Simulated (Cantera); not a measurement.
Feed: 1 mol Pb, 0.72 mol H2S, 26 mol H2, held at 1.05 Torr.

Equilibrium computed with Cantera from the NASA thermochemical tables; the gas is ideal and each condensed phase is pure. Candidate condensed phases: Pb, PbS, S; 10 gas species. Gases not in the tables: S3 to S7. Equilibrium is a limit: real reactors are often held back by kinetics, nucleation or transport.

log p: log10 of the partial pressure in bar; n: condensed amount in mol.

```tsv
T (°C)	log p H2	log p Pb	log p PbS	log p H2S	log p S2	log p SH	n Pb(l)	n PbS(s)
377	-2.85	-10.03	-10.31	-6.74	<-14	<-14	0.283	0.717
527	-2.85	-7.21	-6.94	-5.59	-12.07	?	0.328	0.669
677	-2.87	-5.30	-4.66	-4.83	-8.69	?	0.470	0.00635
827	-2.87	-4.65	-4.55	-5.08	-7.83	?	0	0
977	-2.87	-4.59	-4.60	-4.97	-6.58	?	0	0
1127	-2.87	-4.53	-4.69	-4.95	-5.72	?	0	0
1277	-2.88	-4.44	-4.84	-5.05	-5.26	?	0	0
```

Complete the blanks.


- 527, log p SH: -11.53
- 677, log p SH: -9.07
- 827, log p SH: -8.09
- 977, log p SH: -7.03
- 1127, log p SH: -6.27
- 1277, log p SH: -5.77
